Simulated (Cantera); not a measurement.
**Gas-phase reforming**

A perfectly stirred reactor is fed with 27.1 % CH4, 72.9 % CO2, at 760 Torr; it is held at 2075 K, and followed from long to short residence time.

Computed with Cantera and GRI-Mech 3.0 (53 species, 325 reactions).

| τ (s) | x CH4 | x CO2 | x C2H6 | x H2 | x CO |
|---|---|---|---|---|---|
| 15 | 1.08e-5 | 0.116 | 8.05e-12 | 0.170 | 0.532 |
| 5.0 | 3.45e-5 | 0.117 | 7.84e-11 | 0.170 | 0.532 |
| 1.7 | 0.000111 | 0.117 | 7.53e-10 | 0.170 | 0.532 |
| 0.56 | 0.000354 | 0.117 | 7.20e-9 | 0.170 | 0.531 |
| 0.19 | 0.000994 | 0.119 | 5.54e-8 | 0.168 | 0.530 |
| 0.062 | 0.00254 | 0.123 | 3.63e-7 | 0.164 | 0.525 |
| 0.021 | 0.00540 | 0.138 | 1.69e-6 | 0.154 | 0.507 |
| 0.0069 | 0.0103 | 0.175 | 6.38e-6 | 0.132 | 0.461 |
x: mole fraction; the columns are a selection and need not sum to one.
